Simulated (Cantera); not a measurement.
**Ignition delay**

Mixture: CH4 : O2 : N2 = 1 : 4.26 : 16 (molar parts), at 19.0 bar, adiabatic and at constant pressure. Ignition delay is the time to a rise of 400 K.

Detailed kinetics in Cantera: GRI-Mech 3.0 (53 species, 325 reactions). The pressure lies above the range GRI-Mech 3.0 was tuned for (to about 10 atm).

```tsv
T0 (K)	delay (ms)
1075	10.5
1175	2.52
1275	0.757
1375	0.265
1475	0.104
1575	0.0448
```

The apparent activation energy between 1375 and 1575 K is 160 kJ/mol.
